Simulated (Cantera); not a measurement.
Input: 1 mol (CH₃)₂SiCl₂, 0.014 mol C₃H₈, 1.8 mol H₂, held at 2048 K and 0.0600 bar.

These are equilibrium values from Cantera (NASA tables, ideal gas, pure condensed phases), not measurements of a reactor. Candidate condensed phases: C, C₆H₆, C₇H₈, C₈H₁₈, Si, SiC; 109 gas species. The feed counts by its element totals alone. The tables' values for SiCl₃, SiCl are old estimates; treat these amounts as uncertain. Kinetics and transport are ignored.

Q: What is the equilibrium state?

A: 
```
Quantity                              Value
--------------------------------  ---------
x(H₂)                                 0.672
x(HCl)                                0.297
x(SiCl₂)                             0.0194
x(H)                                0.00749
x(Cl)                               0.00245
x(C₂H₂ (acetylene))                0.000704
x(SiCl₃)                           0.000336
x(SiCl)                            0.000173
x(Si)                               8.21e-5
n(C(graphite))                     1.15 mol
n(SiC(s))                         0.882 mol
gas amount                        5.885 mol
log10 activity of Si(l) (absent)      -1.19
```
